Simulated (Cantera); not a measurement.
**Thermodynamics of carbon deposition, reforming and gasification, feed C₂H₆ + O₂ + H₂**

Feed: 1 mol C₂H₆, 0.72 mol O₂, 1.2 mol H₂, at 28.0 bar.

Equilibrium computed with Cantera from the NASA thermochemical tables; the gas is ideal and each condensed phase is pure. Candidate condensed phases: C, C₆H₆, C₇H₈, C₈H₁₈, H₂O; 110 gas species. Equilibrium is a limit: real reactors are often held back by kinetics, nucleation or transport.

```tsv
T (K)	log p H₂	log p CO	log p CH₄	log p H₂O	log p CO₂	log p C₂H₂ (acetylene)	n C(graphite)
1173	1.18	0.70	0.65	0.43	-0.15	-6.03	0.397
1323	1.26	0.83	0.34	-0.05	-0.75	-4.83	0.355
1473	1.29	0.85	0.04	-0.54	-1.37	-3.90	0.411
1623	1.30	0.86	-0.22	-0.96	-1.90	-3.16	0.466
1773	1.31	0.86	-0.46	-1.32	-2.34	-2.54	0.499
1923	1.31	0.86	-0.65	-1.62	-2.71	-2.03	0.516
2073	1.31	0.86	-0.82	-1.88	-3.03	-1.60	0.521
2223	1.31	0.86	-0.97	-2.11	-3.29	-1.22	0.514
2373	1.31	0.85	-1.10	-2.30	-3.53	-0.90	0.492
```
log p: log10 of the partial pressure in bar; n: condensed amount in mol.

From 1173 K to 2373 K the condensed part is C(graphite). The main C-bearing gas is CO throughout. The share of C in condensed phases is highest at 2073 K (26.1 %) and lowest at 1323 K (17.8 %).
